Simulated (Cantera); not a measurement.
Equilibrium for silicon carbide growth: (CH₃)₂SiCl₂ + H₂

A closed system holds: 1 mol (CH₃)₂SiCl₂, 890 mol H₂, held at 32.0 mbar.

Equilibrium computed with Cantera from the NASA thermochemical tables; the gas is ideal and each condensed phase is pure. Candidate condensed phases: C, C₆H₆, C₇H₈, C₈H₁₈, Si, SiC; 109 gas species. The feed counts by its element totals alone. Gases not in the tables: Si₂H₆ and higher silanes. Kinetics and transport are ignored.

```csv
T (K),x H₂,x H,x HCl,x C₂H₂ (acetylene),x Si,x SiH,x Cl,n C(graphite),n SiC(s)
1823,0.995,0.00242,0.00223,0.000210,3.69e-6,7.04e-7,4.13e-6,0.607,0.995
1873,0.994,0.00360,0.00223,0.000310,9.15e-6,1.52e-6,6.10e-6,0.437,0.988
1923,0.992,0.00525,0.00222,0.000448,2.16e-5,3.15e-6,8.83e-6,0.205,0.973
1973,0.990,0.00750,0.00221,0.000580,5.11e-5,6.57e-6,1.25e-5,0,0.939
2023,0.986,0.0105,0.00220,0.000625,0.000126,1.44e-5,1.75e-5,0,0.854
2073,0.982,0.0146,0.00219,0.000717,0.000287,2.93e-5,2.40e-5,0,0.670
2123,0.976,0.0198,0.00217,0.000892,0.000602,5.50e-5,3.24e-5,0,0.310
2173,0.969,0.0266,0.00216,0.00104,0.000890,7.32e-5,4.31e-5,0,0
2223,0.961,0.0351,0.00213,0.00104,0.000925,6.87e-5,5.66e-5,0,0
```
x: gas mole fraction; n: condensed amount in mol.

From 1823 K to 1923 K the condensed part is C(graphite) + SiC(s). From 1973 K to 2123 K the condensed part is SiC(s). From 2173 K to 2223 K nothing is condensed. The main Si-bearing gas is Si throughout.
